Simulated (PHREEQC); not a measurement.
0.047 g of hydrous ferric oxide (600 m²/g; 0.2 weak and 0.005 strong sites per Fe, Dzombak-Morel constants, diffuse double layer) in 1 kg of water with 0.005 mol/kgw of an inert sodium salt and 2.6e-06 mol CuCl2, 1.2e-07 mol H3BO3 and 4.9e-05 mol ZnCl2, at 25 °C; the pH is set by adding NaOH or the inert anion's acid. O2 is buffered at 0.21 atm. The system is closed to CO2. Nothing may precipitate in this run.

The numbers come from PHREEQC with the ion-association model, wateq4f.dat.

```
pH   Cu sorbed (%)  B sorbed (%)  Zn sorbed (%)  surface charge σ (C/m²)  surface potential ψ (mV)
---  -------------  ------------  -------------  -----------------------  ------------------------
4              0.5           0.0            0.0                    0.184                       193
4.5            3.3           0.0            0.0                    0.132                       177
5             18.3           0.0            0.2                    0.092                       158
5.5           52.3           0.0            1.0                    0.062                       138
6              ___           0.0            3.2                    0.040                       116
6.5           95.0           0.0            8.7                    0.026                        94
7             97.7           0.0           25.0                    0.018                        77
7.5           95.8           0.0           50.9                    0.014                        66
8              ___           0.0           72.8                    0.011                        56
8.5           74.3           0.0           84.6                    0.007                        41
9             65.8           0.0           87.7                    0.003                        17
9.5           62.5           0.0           87.7                   -0.002                       ___
10            60.5           0.0           86.8                   -0.007                       -39
```

Q: What belongs in the gaps?

A: 
- 6, Cu sorbed (%): 81.8
- 8, Cu sorbed (%): 88.1
- 9.5, surface potential ψ (mV): -10

Along this series the solution becomes supersaturated in solids that the run did not let form, among them Zn(OH)2-e. The database's constant for dissolved Cu(OH)2 is higher than later reviews accept.
